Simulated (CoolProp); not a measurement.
Aqueous ethylene glycol as a coolant, 58 % by mass, freezing at -47.9 °C, 1 atm.

The numbers come from the Melinder's fits for secondary coolants in CoolProp.

```csv
T (°C),density (kg/m³),cp (kJ/(kg K)),Prandtl number,conductivity (W/(m K))
-19.3,1093,2.885,248,0.343
-14.4,1091,2.919,184,0.346
-9.4,1089,2.953,140,0.348
-4.5,1087,2.985,108,0.351
0.4,1085,3.018,85.7,0.353
5.4,1083,3.050,68.8,0.355
10.3,1080,3.082,56.4,0.358
15.2,1077,3.113,46.9,0.360
20.1,1075,3.143,39.7,0.363
25.1,1072,3.173,33.8,0.365
30,1069,3.202,29.3,0.368
34.9,1066,3.230,25.7,0.370
```
